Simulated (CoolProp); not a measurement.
R143a along the isotherm 437.9 K: Z from the reference equation and from simpler models built on Tc = 345.9 K, pc = 3.762 MPa, ω = 0.261; each cubic takes its own stable root.

Values from CoolProp's reference Helmholtz-energy equation of state, Lemmon and Jacobsen 2000.

| p (MPa) | phase | reference | van der Waals | Redlich-Kwong | Soave-Redlich-Kwong | Peng-Robinson |
|---|---|---|---|---|---|---|
| 1.04 | gas | 0.9556 | 0.9531 | 0.9528 | 0.9605 | 0.9527 |
| 2.09 | gas | 0.9100 | 0.9027 | 0.9041 | 0.9207 | 0.9058 |
| 3.13 | gas | 0.8645 | 0.8493 | 0.8551 | 0.8819 | 0.8607 |
| 4.18 | supercritical | 0.8187 | 0.7914 | 0.8055 | 0.8440 | 0.8175 |
| 5.22 | supercritical | 0.7744 | 0.7311 | 0.7576 | 0.8088 | 0.7780 |
| 6.27 | supercritical | 0.7322 | 0.6713 | 0.7128 | 0.7771 | 0.7430 |
| 7.31 | supercritical | 0.6943 | 0.6246 | 0.6755 | 0.7510 | 0.7144 |
| 8.36 | supercritical | 0.6622 | 0.6020 | 0.6485 | 0.7313 | 0.6927 |
| 9.4 | supercritical | 0.6382 | 0.6020 | 0.6336 | 0.7192 | 0.6787 |
